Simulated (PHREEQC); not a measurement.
Nickel, zinc or cadmium bath: an equilibrium model

A solution holds 0.012 mol ZnCl2, 9.3e-05 mol NaCl and 3.7e-05 mol MnSO4 per kg of water, at 10 °C. Closed to the air; pH follows from the charge balance.

Equilibrium calculation in PHREEQC: ion-association model, wateq4f.dat.

Each row changes one thing in this solution. No solid was allowed to form.

| case | pH | SO4-2 (mol/kgw) | NaSO4- (mol/kgw) | HSO4- (mol/kgw) | SI of Halite (NaCl) | SI of Mirabilite (Na2SO4:10H2O) |
|---|---|---|---|---|---|---|
| as made | 5.62 | 2.22e-5 | 4.79e-9 | 2.33e-9 | -7.35 | -11.30 |
| temperature from 10 to 35 °C | [?] | 2.11e-5 | 5.24e-9 | 6.43e-9 | [?] | -12.53 |
| ZnCl2 replaced by NiCl2 at the same molality | [?] | 2.44e-5 | 5.28e-9 | 5.66e-10 | -7.35 | -11.26 |
| ZnCl2 replaced by NH4Cl at the same molality | 5.87 | 3.36e-5 | 9.17e-9 | 2.35e-9 | -7.59 | -10.97 |
| NaCl from 9.3e-05 to 0.000186 mol/kgw | 5.62 | 2.22e-5 | 9.58e-9 | 2.33e-9 | [?] | -10.70 |
| ZnCl2 from 0.012 to 0.0108 mol/kgw | 5.65 | 2.27e-5 | 5.03e-9 | 2.26e-9 | -7.39 | -11.28 |
| MnSO4 replaced by FeSO4 at the same molality | 5.62 | 2.22e-5 | 4.79e-9 | 2.33e-9 | -7.35 | -11.30 |
| ZnCl2 replaced by RbCl at the same molality | 7.25 | 3.69e-5 | 1.01e-8 | 1.07e-10 | -7.59 | [?] |

Q: Some entries are withheld; supply them.

A: 
- temperature from 10 to 35 °C, pH: 5.38
- temperature from 10 to 35 °C, SI of Halite (NaCl): -7.42
- ZnCl2 replaced by NiCl2 at the same molality, pH: 6.28
- NaCl from 9.3e-05 to 0.000186 mol/kgw, SI of Halite (NaCl): -7.05
- ZnCl2 replaced by RbCl at the same molality, SI of Mirabilite (Na2SO4:10H2O): -10.93

Away from 25 °C the constants follow the database's enthalpies or fits; those with neither stay at their 25 °C values.
